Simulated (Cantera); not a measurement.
Charge: 1 mol CH3F, 0.65 mol F2, held at 10.0 Torr.

Equilibrium computed with Cantera from the NASA thermochemical tables; the gas is ideal and each condensed phase is pure. Candidate condensed phases: C, C6H6, C7H8, C8H18; 95 gas species. Kinetics and transport are ignored.

Which condensed phases are stable at each of these points (T (K)): 2123, 2273, 2423, 2573, 2723, 2873, 3023, 3173, 3323, 3473?


| T (K) | condensed phases | C condensed (%) |
|---|---|---|
| 2123 | C(graphite) | 99.9 |
| 2273 | C(graphite) | 99.8 |
| 2423 | C(graphite) | 99.5 |
| 2573 | C(graphite) | 99.1 |
| 2723 | C(graphite) | 97.9 |
| 2873 | C(graphite) | 92.1 |
| 3023 | C(graphite) | 62.4 |
| 3173 | gas only | 0.0 |
| 3323 | gas only | 0.0 |
| 3473 | gas only | 0.0 |

From 2123 K to 3023 K the condensed part is C(graphite). From 3173 K to 3473 K nothing is condensed.
